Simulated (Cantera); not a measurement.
# Stirred combustor or abatement burner

A perfectly stirred reactor is fed with H2 : O2 : N2 = 1 : 0.556 : 3.11 (molar parts), at 140000 Pa; it is adiabatic with a 425 K inlet, and is followed from long to short residence time, starting on the burning branch (τ in s: 0.027, 0.013, 0.0067, 0.0033, 0.0016, 0.00082, 0.0004, 0.0002, 0.0001).

Computed with Cantera and the H2/O2 subset of GRI-Mech 3.0, which has no nitrogen chemistry.

```json
[
 {"τ (s)": "0.027", "T (K)": "2016", "x H2": "0.00249", "x O2": "0.0138", "x OH": "0.00320", "x HO2": "1.78e-6", "x H2O": "0.235", "x H": "0.000326", "x H2O2": "1.40e-7"},
 {"τ (s)": "0.013", "T (K)": "2002", "x H2": "0.00366", "x O2": "0.0142", "x OH": "0.00386", "x HO2": "2.54e-6", "x H2O": "0.233", "x H": "0.000596", "x H2O2": "1.80e-7"},
 {"τ (s)": "0.0067", "T (K)": "1984", "x H2": "0.00517", "x O2": "0.0147", "x OH": "0.00457", "x HO2": "3.56e-6", "x H2O": "0.231", "x H": "0.00104", "x H2O2": "2.28e-7"},
 {"τ (s)": "0.0033", "T (K)": "1957", "x H2": "0.00733", "x O2": "0.0156", "x OH": "0.00541", "x HO2": "5.08e-6", "x H2O": "0.227", "x H": "0.00186", "x H2O2": "2.96e-7"},
 {"τ (s)": "0.0016", "T (K)": "1919", "x H2": "0.0102", "x O2": "0.0168", "x OH": "0.00630", "x HO2": "7.18e-6", "x H2O": "0.223", "x H": "0.00328", "x H2O2": "3.93e-7"},
 {"τ (s)": "0.00082", "T (K)": "1872", "x H2": "0.0133", "x O2": "0.0183", "x OH": "0.00704", "x HO2": "9.69e-6", "x H2O": "0.217", "x H": "0.00538", "x H2O2": "5.28e-7"},
 {"τ (s)": "0.00040", "T (K)": "1806", "x H2": "0.0171", "x O2": "0.0204", "x OH": "0.00761", "x HO2": "1.31e-5", "x H2O": "0.210", "x H": "0.00878", "x H2O2": "7.64e-7"},
 {"τ (s)": "0.00020", "T (K)": "1727", "x H2": "0.0211", "x O2": "0.0229", "x OH": "0.00777", "x HO2": "1.73e-5", "x H2O": "0.202", "x H": "0.0134", "x H2O2": "1.17e-6"},
 {"τ (s)": "0.00010", "T (K)": "1632", "x H2": "0.0257", "x O2": "0.0261", "x OH": "0.00743", "x HO2": "2.29e-5", "x H2O": "0.193", "x H": "0.0194", "x H2O2": "1.90e-6"}
]
```
x: mole fraction; the columns are a selection and need not sum to one.
